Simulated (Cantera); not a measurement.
**Silicon etching in halogen gases: Si + F2**

Charge: 1 mol Si, 5.4 mol F2, held at 1448.15 K and 0.140 bar.

These are equilibrium values from Cantera (NASA tables, ideal gas, pure condensed phases), not measurements of a reactor. Candidate condensed phases: Si; 9 gas species. Kinetics and transport are ignored.

- x(F): 0.847
- x(SiF4): 0.131
- x(F2): 0.0218
- gas amount: 7.633 mol
- log10 activity of Si(s) (absent): -47.45
